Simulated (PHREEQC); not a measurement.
Consider water at 20 °C with 0.0029 mol KOH, 0.24 mol KNO3 and 8.2e-05 mol CO2 per kg of water. Closed to the air; pH follows from the charge balance.

All values are PHREEQC results (ion-association model, wateq4f.dat), not measurements.

```
Property                   Value
-----------------  -------------
pH                         11.45
ionic strength     0.243 mol/kgw
activity of water          0.992
total alkalinity     2.90 meq/kg
```

```json
[
 {"species": "K+", "molality": "0.243", "activity": "0.170", "log γ": "-0.156"},
 {"species": "NO3-", "molality": "0.240", "activity": "0.163", "log γ": "-0.168"},
 {"species": "OH-", "molality": "0.00274", "activity": "0.00190", "log γ": "-0.159"},
 {"species": "CO3-2", "molality": "7.93e-5", "activity": "2.33e-5", "log γ": "-0.533"},
 {"species": "HCO3-", "molality": "2.66e-6", "activity": "1.96e-6", "log γ": "-0.133"}
]
```

This is a speciation only: nothing precipitates in the calculation. Species that the database lacks are ignored.
